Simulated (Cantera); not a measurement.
## Stirred combustor or abatement burner

A perfectly stirred reactor is fed with 2.68 % CH₄, 0.698 % CO, 8.05 % O₂, 88.6 % N₂, equivalence ratio 0.71, at 8.30 bar; it is adiabatic with a 673 K inlet, and is followed from long to short residence time, starting on the burning branch (τ in s: 0.14, 0.052, 0.019, 0.0069, 0.0025, 0.00093, 0.00034, 0.00012, 4.5e-05, 1.7e-05, 6.1e-06).

Cantera simulation using GRI-Mech 3.0 (53 species, 325 reactions); the numbers are that mechanism's predictions, not measurements.

| τ (s) | T (K) | x CH₄ | x CO | x O₂ | x CH₂CO | x C₂H |
|---|---|---|---|---|---|---|
| 0.14 | 1358 | 7.34e-5 | 0.000736 | 0.0240 | 7.55e-7 | 1.88e-12 |
| 0.052 | 1347 | 0.000171 | 0.00178 | 0.0247 | 2.07e-6 | 2.64e-12 |
| 0.019 | 1305 | 0.000593 | 0.00546 | 0.0276 | 7.93e-6 | 2.53e-12 |
| 0.0069 | 673 | 0.0268 | 0.00698 | 0.0805 | <1e-12 | <1e-12 |
| 0.0025 | 673 | 0.0268 | 0.00698 | 0.0805 | <1e-12 | <1e-12 |
| 0.00093 | 673 | 0.0268 | 0.00698 | 0.0805 | <1e-12 | <1e-12 |
| 0.00034 | 673 | 0.0268 | 0.00698 | 0.0805 | <1e-12 | <1e-12 |
| 0.00012 | 673 | 0.0268 | 0.00698 | 0.0805 | <1e-12 | <1e-12 |
| 4.5e-5 | 673 | 0.0268 | 0.00698 | 0.0805 | <1e-12 | <1e-12 |
| 1.7e-5 | 673 | 0.0268 | 0.00698 | 0.0805 | <1e-12 | <1e-12 |
| 6.1e-6 | 673 | 0.0268 | 0.00698 | 0.0805 | <1e-12 | <1e-12 |
x: mole fraction; the columns are a selection and need not sum to one.
